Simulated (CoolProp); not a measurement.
Properties of 1,2-dichloroethane along the isotherm 500 K.

The numbers come from the reference Helmholtz-energy equation of state, Thol 2015 in CoolProp.

```csv
p (kPa),phase,density (kg/m³),cp (kJ/(kg K)),isothermal compressibility (1/MPa)
165,gas,3.992,[?],6.162
249,gas,6.077,1.053,4.120
376,gas,9.300,1.061,2.767
567,gas,14.32,1.075,1.877
856,gas,[?],1.099,1.292
1290,gas,35.75,1.146,0.9213
1950,gas,60.53,1.271,0.7184
2940,liquid,873.5,1.708,0.009901
4430,liquid,[?],1.665,0.008456
6690,liquid,900.9,1.618,0.006982
10100,liquid,920.3,[?],0.005588
15200,liquid,943.6,1.526,0.004355
23000,liquid,971.8,1.484,0.003299
34600,liquid,1004,1.447,0.002456
52300,liquid,1042,1.416,0.001788
```

**Question.** Some entries are withheld; supply them.

**Answer.** 
- 165, cp (kJ/(kg K)): 1.048
- 856, density (kg/m³): 22.38
- 4430, density (kg/m³): 885.4
- 10100, cp (kJ/(kg K)): 1.571
